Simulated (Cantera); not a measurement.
Feed: 1 mol NF3, 0.0034 mol SO2, 0.73 mol O2, held at 10.0 mbar.

Cantera equilibrium calculation (NASA polynomials, part measured and part estimated; ideal gas, pure solids and liquids). Candidate condensed phases: S; 35 gas species. The tables' values for SOF2 are old estimates; treat these amounts as uncertain. The numbers say what is thermodynamically allowed, not how fast it happens. All values below are at 1552 °C.

Base state: F 0.708, O2 0.171, N2 0.117, NO 0.00157, SO2 0.000733, O 0.000636, F2 6.17e-5, SOF2 4.68e-5 (mole fractions); condensed: gas only.

What changes in the equilibrium state with this change: SO2 from 0.0034 to 0.25 mol?


```tsv
species	before	after
F	0.708	0.665
O2	0.171	0.165
N2	0.117	0.112
SO2	0.000733	0.0518
SO	4.63e-7	3.33e-5
SO3	2.93e-7	2.03e-5
SF2	1.25e-6	8.11e-5
```
The tables' values for SOF2, SF3 are old estimates; treat these amounts as uncertain.
